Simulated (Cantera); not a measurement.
**Premixed flame**

A freely propagating, adiabatic, planar premixed flame of H₂ : O₂ : N₂ = 1 : 0.588 : 2.21 (molar parts), unburnt at 698 K and 1280 Torr; mixture-averaged transport, grid criteria slope 0.08 and curve 0.16, no radiation.

Detailed kinetics in Cantera: the H2/O2 subset of GRI-Mech 3.0, which has no nitrogen chemistry. Burning velocities carry a grid error of a few per cent, more on coarse grids.

```
z (mm)   T (K)  u (m/s)    x H₂    x O₂       x H     x HO₂   x H₂O₂       x O
-------  -----  -------  ------  ------  --------  --------  -------  --------
-0.747     698     9.02   0.263   0.155     <1e-8     <1e-8    <1e-8     <1e-8
-0.498     698     9.02   0.263   0.155     <1e-8     <1e-8    <1e-8     <1e-8
-0.373     698     9.02   0.263   0.155     <1e-8     <1e-8    <1e-8     <1e-8
-0.249     698     9.02   0.263   0.155   8.86e-8   9.36e-7    <1e-8     <1e-8
-0.124     711     9.15   0.259   0.155  0.000171  0.000258  2.91e-6   1.01e-5
-0.0622    885     11.1   0.228   0.151   0.00490  0.000280  1.50e-5  0.000427
0         1303     15.8   0.131   0.113    0.0294  0.000140  8.93e-6   0.00599
0.0622    1623     19.5  0.0541  0.0611    0.0442   6.64e-5  3.82e-6    0.0135
0.124     1784     21.2  0.0371  0.0456    0.0397   4.23e-5  2.15e-6    0.0148
0.249     1953     23.0  0.0323  0.0398    0.0288   2.84e-5  1.16e-6    0.0127
0.498     2117     24.7  0.0277  0.0360    0.0184   1.85e-5  7.05e-7   0.00946
0.995     2264     26.1  0.0215  0.0326    0.0103   1.15e-5  4.97e-7   0.00635
1.99      2382     27.2  0.0149  0.0299   0.00512   7.63e-6  4.07e-7   0.00388
```
x: mole fraction of selected species; z is measured from the peak of heat release.

| Property | Value |
|---|---|
| laminar burning velocity | 902 cm/s |
| thermal thickness | 0.249 mm |
| peak x(H) | 0.0443 |
| peak x(HO₂) | 0.000362 |
| peak x(H₂O₂) | 1.52e-5 |
| peak x(O) | 0.0149 |
